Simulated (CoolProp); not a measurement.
Computed with CoolProp (reference Helmholtz-energy equation of state, Schmidt 1985).

Question: Give the vapour pressure (MPa), vapour density (kg/m³), liquid cp (kJ/(kg K)), surface tension (mN/m) of saturated oxygen at -151.75, -145.15, -125.05 °C.

Answer: 
| T (°C) | p (MPa) | vapour density (kg/m³) | liquid cp (kJ/(kg K)) | surface tension (mN/m) |
|---|---|---|---|---|
| -151.75 | 1.11 | 42.6 | 1.95 | 5.84 |
| -145.15 | 1.58 | 61.4 | 2.09 | 4.45 |
| -125.05 | 3.91 | 188 | 4.29 | 0.789 |

Surface tension comes from a separate correlation (Mulero 2012).
